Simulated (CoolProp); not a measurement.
Vapour-liquid equilibrium of C2F6 (R116) (1) + propylene (2) at -36.15 °C; x and y are mole fractions of (1).

The numbers come from the multi-fluid Helmholtz-energy mixture model, Lemmon 2006 and Lemmon 2013; pair parameters Bell 2016 in CoolProp.

### Question
Give the bubble pressure and the first vapour's composition at x = 0.35, 0.65, 0.95. Is there an azeotrope?

### Answer
x = 0.35: 0.5820 MPa, y = 0.734; x = 0.65: 0.6159 MPa, y = 0.773; x = 0.95: 0.6298 MPa, y = 0.940. y crosses x between x = 0.8 and 0.95: the model has an azeotrope there.

The pair parameters rest on a limited set of measurements; away from them the model extrapolates. With so large a gap from Raoult's law the liquid may split in two, which this calculation doesn't test in full.
